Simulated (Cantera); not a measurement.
## Equilibrium for hydrogen reduction and annealing atmospheres: CuO + H₂ + H₂O

Charge: 1 mol CuO, 2700 mol H₂, 3.8 mol H₂O, held at 1548.15 K and 0.0180 bar.

These are equilibrium values from Cantera (NASA tables, ideal gas, pure condensed phases), not measurements of a reactor. Candidate condensed phases: Cu, CuO, Cu(OH)₂, Cu₂O, H₂O; 12 gas species. Equilibrium is a limit: real reactors are often held back by kinetics, nucleation or transport.

The x(H₂) is 0.998, the x(H₂O) is 0.00177 and the x(Cu) comes out as 0.000370. The x(H) is 0.000230 and the gas amount is 2705 mol. The log10 activity of Cu(l) (absent) is -0.43.
